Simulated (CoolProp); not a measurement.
Saturation properties of methanol.

Values from CoolProp's reference Helmholtz-energy equation of state, de Reuck 1993.

```
T (°C)    p (MPa)  liquid density (kg/m³)  vapour density (kg/m³)  liquid cp (kJ/(kg K))  liquid viscosity (µPa s)  vapour viscosity (µPa s)
------  ---------  ----------------------  ----------------------  ---------------------  ------------------------  ------------------------
-35.85  0.0002890                   843.7                0.004715                  2.276                      1620                      7.72
-3.25    0.003295                   812.7                 0.04764                  2.387                       852                      8.74
29.45     0.02132                   782.1                  0.2790                  2.563                       510                      9.76
62.15     0.09237                   750.7                   1.118                  2.806                       335                      10.7
94.85      0.3000                   716.7                   3.447                  3.114                       235                      11.7
127.55     0.7885                   677.7                   8.901                  3.501                       170                      12.5
160.15      1.766                   630.2                   20.60                  4.025                       125                      13.4
192.85      3.513                   566.7                   44.41                  4.934                      89.6                      14.6
225.55      6.379                   458.6                   104.8                  9.358                      58.8                      18.5
```

It boils at 64.5 °C under 1 atm.

Viscosity comes from a separate model (Xiang 2006).
